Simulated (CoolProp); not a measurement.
Decamethylcyclopentasiloxane (D5) along the isotherm 470 K: Z from the reference equation and from simpler models built on Tc = 618.3 K, pc = 1078 kPa, ω = 0.631; each cubic takes its own stable root.

Computed with CoolProp (reference Helmholtz-energy equation of state, Thol 2019).

```csv
p (kPa),phase,reference
490,liquid,0.06087
980,liquid,0.1213
1470,liquid,0.1814
1960,liquid,0.2411
2450,liquid,0.3004
2940,liquid,0.3595
3430,liquid,0.4182
3920,liquid,0.4766
4410,liquid,0.5348
4900,liquid,0.5926
5390,liquid,0.6503
```

### Question
How far does each simpler model (van der Waals, Redlich-Kwong, Soave-Redlich-Kwong, Peng-Robinson) lie from the reference over these 11 states: mean and median of the absolute difference, and the worst?

### Answer
- van der Waals: mean 69.1 %, median 67.7 %, worst +80.4 % at 470 K and 490 kPa
- Redlich-Kwong: mean 21.0 %, median 20.5 %, worst +26.1 % at 470 K and 490 kPa
- Soave-Redlich-Kwong: mean 12.6 %, median 12.5 %, worst +14.2 % at 470 K and 490 kPa
- Peng-Robinson: mean 0.5 %, median 0.5 %, worst +1.0 % at 470 K and 490 kPa
